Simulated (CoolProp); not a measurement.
A single-stage vapour-compression cycle with carbonyl sulfide: evaporating at 193.15 K (dew point), condensing at 255.15 K (bubble point), superheat 8 K, subcooling 5 K, compressor efficiency 0.6, no pressure losses. Each further row changes one setting.

The numbers come from the reference Helmholtz-energy equation of state, Lemmon 2006 in CoolProp. It is a short technical equation, of lower accuracy than the large ones.

```
case                              cooling COP  pressure ratio  discharge temperature (K)  refrigerating effect (kJ/kg)  volumetric capacity (kJ/m³)
--------------------------------  -----------  --------------  -------------------------  ----------------------------  ---------------------------
as stated                                1.43            18.4                      464.2                           265                          191
evaporating temperature 198.15 K         1.64      (withheld)                 (withheld)                           268                   (withheld)
condensing temperature 250.15 K    (withheld)      (withheld)                      445.7                           271                          196
subcooling 10 K                    (withheld)            18.4                      464.2                           271                          196
superheat 18 K                     (withheld)            18.4                      482.0                           271                          186
compressor efficiency 0.5          (withheld)            18.4                      509.7                           265                          191
```

Q: Some entries are withheld; supply them.

A: 
- evaporating temperature 198.15 K, pressure ratio: 13.4
- evaporating temperature 198.15 K, discharge temperature (K): 439.9
- evaporating temperature 198.15 K, volumetric capacity (kJ/m³): 258
- condensing temperature 250.15 K, cooling COP: 1.59
- condensing temperature 250.15 K, pressure ratio: 15.4
- subcooling 10 K, cooling COP: 1.46
- superheat 18 K, cooling COP: 1.40
- compressor efficiency 0.5, cooling COP: 1.19
